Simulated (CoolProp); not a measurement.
A Linde-Hampson liquefier for dry air: isothermal reversible compression at 290 K from 1 atm to 40 MPa, throttling to 1 atm, return gas leaving the recuperator 2 K below the feed. Each further row changes one setting.

Model: reference Helmholtz-energy equation of state, Lemmon 2000, in CoolProp. It is a pseudo-pure fit of the blend.

```csv
case,liquid yield per pass,compression work (kJ/kg of gas)
as stated,(withheld),501
high pressure 80 MPa,(withheld),(withheld)
warm-end temperature 320 K,0.082,(withheld)
warm-end gap 7 K,(withheld),501
```

Q: Fill in the missing entries.

A: 
- as stated, liquid yield per pass: 0.112
- high pressure 80 MPa, liquid yield per pass: 0.081
- high pressure 80 MPa, compression work (kJ/kg of gas): 582
- warm-end temperature 320 K, compression work (kJ/kg of gas): 557
- warm-end gap 7 K, liquid yield per pass: 0.101
